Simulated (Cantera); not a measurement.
Cantera with NASA thermochemical tables; ideal gases at 1 bar, condensed phases pure. Values are per mole of reaction as written; species without (g) are pure solids or liquids, kept so even where they would boil at 1 bar. TiC: taken at fixed stoichiometry.

4 H2O(g) + 5 TiC → C3H8(g) + 5 Ti + 2 CO2(g)

```json
[
 {"T (K)": "2500", "ΔH° (kJ)": "1144.6", "ΔS° (J/K)": "45.8", "ΔG° (kJ)": "1030.0", "log10 K": "-21.52"},
 {"T (K)": "2600", "ΔH° (kJ)": "___", "ΔS° (J/K)": "___", "ΔG° (kJ)": "___", "log10 K": "___"},
 {"T (K)": "2700", "ΔH° (kJ)": "1153.2", "ΔS° (J/K)": "49.1", "ΔG° (kJ)": "1020.5", "log10 K": "-19.74"},
 {"T (K)": "2800", "ΔH° (kJ)": "___", "ΔS° (J/K)": "___", "ΔG° (kJ)": "___", "log10 K": "___"},
 {"T (K)": "2900", "ΔH° (kJ)": "1159.4", "ΔS° (J/K)": "51.3", "ΔG° (kJ)": "1010.5", "log10 K": "-18.20"},
 {"T (K)": "3000", "ΔH° (kJ)": "___", "ΔS° (J/K)": "___", "ΔG° (kJ)": "___", "log10 K": "___"}
]
```

Problem. What belongs in the gaps?

Solution. 
- 2600, ΔH° (kJ): 1149.2
- 2600, ΔS° (J/K): 47.6
- 2600, ΔG° (kJ): 1025.4
- 2600, log10 K: -20.60
- 2800, ΔH° (kJ): 1156.6
- 2800, ΔS° (J/K): 50.4
- 2800, ΔG° (kJ): 1015.6
- 2800, log10 K: -18.95
- 3000, ΔH° (kJ): 1161.6
- 3000, ΔS° (J/K): 52.1
- 3000, ΔG° (kJ): 1005.3
- 3000, log10 K: -17.50
